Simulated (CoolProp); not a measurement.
Vapour-liquid equilibrium of carbon dioxide (1) + R143a (2) at 242.3 K; x and y are mole fractions of (1).

Values from CoolProp's multi-fluid Helmholtz-energy mixture model, Span 1996 and Lemmon and Jacobsen 2000; pair parameters Bell 2016.

```
x      bubble pressure, mixture model (MPa)  bubble pressure, Raoult's law (MPa)  y, mixture model  y, Raoult's law
-----  ------------------------------------  -----------------------------------  ----------------  ---------------
0.05                                 0.2567                               0.2666             0.219            0.260
0.125                                0.3422                               0.3551             0.450            0.488
0.2                                  0.4380                               0.4436             0.600            0.626
0.275                                0.5388                               0.5321             0.700            0.717
0.35                                 0.6404                               0.6206             0.769            0.783
0.425                                0.7392                               0.7091             0.818            0.832
0.5                                  0.8334                               0.7975             0.854            0.870
0.575                                0.9221                               0.8860             0.883            0.900
0.65                                  1.006                               0.9745             0.907            0.925
0.725                                 1.087                                1.063             0.928            0.946
0.8                                   1.166                                1.151             0.947            0.964
0.875                                 1.246                                1.240             0.966            0.979
0.95                                  1.329                                1.328             0.986            0.992
```

The largest gap from Raoult's law is +4.5 % in bubble pressure, at x = 0.5. No azeotrope shows between x = 0.05 and 0.95.

The pair parameters rest on a limited set of measurements; away from them the model extrapolates. The gap from Raoult's law changes sign with composition, which may be real or a fault of the pair parameters; it wasn't checked against measurements.
